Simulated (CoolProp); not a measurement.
Oxygen along the isotherm -34.95 °C: density (kg/m³) from the reference equation and from simpler models built on Tc = -118.6 °C, pc = 5046 kPa, ω = 0.022; each cubic takes its own stable root.

Values from CoolProp's reference Helmholtz-energy equation of state, Schmidt 1985.

```
p (kPa)          phase  reference  ideal gas  van der Waals  Redlich-Kwong
-------  -------------  ---------  ---------  -------------  -------------
582                gas      9.494      9.403          9.510          9.500
1160               gas      19.10      18.74          19.17          19.13
1750               gas      29.11      28.27          29.26          29.16
2330               gas      39.13      37.65          39.42          39.22
2910               gas      49.34      47.02          49.83          49.48
3490               gas      59.75      56.39          60.49          59.94
4080               gas      70.54      65.92          71.60          70.79
4660               gas      81.34      75.29          82.80          81.65
5240     supercritical      92.33      84.66          94.27          92.70
5820     supercritical      103.5      94.03          106.0          103.9
6410     supercritical      115.1      103.6          118.3          115.6
6990     supercritical      126.6      112.9          130.6          127.2
7570     supercritical      138.4      122.3          143.2          138.9
```
